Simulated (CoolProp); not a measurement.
A Linde-Hampson liquefier for ethane: isothermal reversible compression at 320 K from 1 atm to 25 MPa, throttling to 1 atm, return gas leaving the recuperator 0 K below the feed. Each further row changes one setting.

Model: reference Helmholtz-energy equation of state, Bücker 2006, in CoolProp.

```csv
case,liquid yield per pass,compression work (kJ/kg of gas)
as stated,…,378
high pressure 50 MPa,…,…
warm-end temperature 350 K,…,…
warm-end gap 5 K,…,378
```

Some entries are withheld; supply them.


- as stated, liquid yield per pass: 0.467
- high pressure 50 MPa, liquid yield per pass: 0.451
- high pressure 50 MPa, compression work (kJ/kg of gas): 436
- warm-end temperature 350 K, liquid yield per pass: 0.390
- warm-end temperature 350 K, compression work (kJ/kg of gas): 443
- warm-end gap 5 K, liquid yield per pass: 0.460
